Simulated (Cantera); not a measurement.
Diamond growth

A diamond (100) surface in a fixed gas of H2 with x(CH4) = 0.019, x(H) = 0.0035, x(CH3) = 0.00013, 0.240 bar; coverages are run to steady state.

Cantera simulation using the Harris–Goodwin 1993 mechanism for the reconstructed diamond (100) surface; the numbers are that mechanism's predictions, not measurements.

```
T (K)  growth (µm/h)  θ c6HH  θ c6H*  θ c6*H   θ c6**    θ c6HM
-----  -------------  ------  ------  ------  -------  --------
925             10.9   0.645  0.0120   0.303  0.00521    0.0269
975             14.1   0.603  0.0158   0.345  0.00775    0.0216
1025            17.5   0.562  0.0202   0.383   0.0110    0.0173
1075            20.5   0.523  0.0250   0.417   0.0150    0.0136
1125            22.1   0.488  0.0300   0.446   0.0197    0.0101
1175            20.8   0.456  0.0353   0.472   0.0251   0.00672
1225            16.9   0.427  0.0407   0.494   0.0310   0.00378
1275            12.5   0.401  0.0461   0.512   0.0372   0.00182
1325            9.53   0.379  0.0513   0.525   0.0436  0.000801
1375            8.14   0.359  0.0564   0.534   0.0498  0.000339
```
θ: site fractions in the mechanism's names (c6HH fully hydrogenated, c6H* and c6*H radical sites, c6** diradical, c6HM methylated).
